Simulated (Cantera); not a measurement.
A perfectly stirred reactor is fed with 6.22 % CH₄, 19.7 % O₂, 74.1 % N₂, equivalence ratio 0.63, at 2.30 bar; it is adiabatic with a 300 K inlet, and is followed from long to short residence time, starting on the burning branch (τ in s: 0.14, 0.041, 0.011, 0.0032, 0.00091, 0.00026, 7.2e-05, 2e-05, 5.8e-06).

Computed with Cantera and GRI-Mech 3.0 (53 species, 325 reactions).

### Question
Predict: blow-out, bracketed by the residence times tried; x(CH₄) at τ = 0.140 s; x(O₂) at τ = 0.140 s; x(CO) at τ = 0.140 s; x(C₂H₂) at τ = 0.140 s; x(N₂O) at τ = 0.140 s; x(CH₄) at τ = 0.910 ms; x(O₂) at τ = 0.910 ms; x(CO) at τ = 0.910 ms; x(C₂H₂) at τ = 0.910 ms; x(N₂O) at τ = 0.910 ms.

### Answer
```json
{
  "blow_out_bracketed_by_the_residence_times_tried": "burning at 0.260 ms, out at 72.0 µs",
  "x(CH₄) at τ = 0.140 s": "8.89e-6",
  "x(O₂) at τ = 0.140 s": "0.0727",
  "x(CO) at τ = 0.140 s": "0.000158",
  "x(C₂H₂) at τ = 0.140 s": "2.33e-9",
  "x(N₂O) at τ = 0.140 s": "4.78e-7",
  "x(CH₄) at τ = 0.910 ms": "0.000275",
  "x(O₂) at τ = 0.910 ms": "0.0754",
  "x(CO) at τ = 0.910 ms": "0.00514",
  "x(C₂H₂) at τ = 0.910 ms": "5.26e-8",
  "x(N₂O) at τ = 0.910 ms": "9.80e-7"
}
```
